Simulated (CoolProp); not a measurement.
Vapour-liquid equilibrium of ethylbenzene (1) + n-nonane (2) at 407.6 K; x and y are mole fractions of (1).

Computed with CoolProp (multi-fluid Helmholtz-energy mixture model, Zhou 2012 and Lemmon 2006; pair parameters Bell 2016).

```
x     bubble pressure, mixture model (kPa)  bubble pressure, Raoult's law (kPa)  y, mixture model  y, Raoult's law
----  ------------------------------------  -----------------------------------  ----------------  ---------------
0.05                                 66.82                                66.04             0.083            0.073
0.2                                  73.73                                70.89             0.294            0.273
0.35                                 79.92                                75.73             0.463            0.447
0.5                                  85.24                                80.58             0.602            0.600
0.65                                 89.70                                85.43             0.723            0.736
0.8                                  93.31                                90.28             0.838            0.857
0.95                                 96.05                                95.13             0.957            0.966
```

The largest gap from Raoult's law is +5.8 % in bubble pressure, at x = 0.5. No azeotrope shows between x = 0.05 and 0.95.

The pair parameters rest on a limited set of measurements; away from them the model extrapolates.
